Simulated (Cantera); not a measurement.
Charge: 1 mol SiF₄, 39 mol NH₃, 38 mol H₂, held at 1148 K and 73.0 Pa.

Cantera equilibrium calculation (NASA polynomials, part measured and part estimated; ideal gas, pure solids and liquids). Candidate condensed phases: Si, Si₃N₄; 37 gas species. The tables' values for SiF₃ are old estimates; treat these amounts as uncertain. Rates play no part.

Base state: H₂ 0.824, N₂ 0.166, SiF₄ 0.00803, HF 0.00139, SiF₃ 0.000131, SiHF₃ 8.44e-5 (mole fractions); condensed: Si₃N₄(s).

Task: What changes in the equilibrium state with this change: SiF₄ replaced by SiH₄?

Result: 
| species | before | after |
|---|---|---|
| H₂ | 0.824 | 0.839 |
| N₂ | 0.166 | 0.161 |
| SiF₄ | 0.00803 | 0 |
| HF | 0.00139 | 0 |
| SiF₃ | 0.000131 | 0 |
| Si₃N₄(s), mol | 0.0114 | 0.333 |
